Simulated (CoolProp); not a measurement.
Aqueous potassium acetate as a coolant, at -2 °C, 1 atm.

Model: Melinder's fits for secondary coolants, in CoolProp.

| mass % | freezing point (°C) | viscosity (mPa s) | conductivity (W/(m K)) | Prandtl number | cp (kJ/(kg K)) |
|---|---|---|---|---|---|
| 7.3 | -3.1 | 2.28 | 0.538 | 16.5 | 3.901 |
| 13 | -6.3 | 2.61 | 0.521 | 18.5 | 3.699 |
| 18.8 | -10.2 | 3.05 | 0.504 | 21.3 | 3.515 |
| 24.6 | -15.8 | 3.66 | 0.487 | 25.1 | 3.343 |
| 30.4 | -23.7 | 4.55 | 0.471 | 30.7 | 3.173 |
| 36.2 | -34.3 | 5.89 | 0.456 | 38.9 | 3.008 |
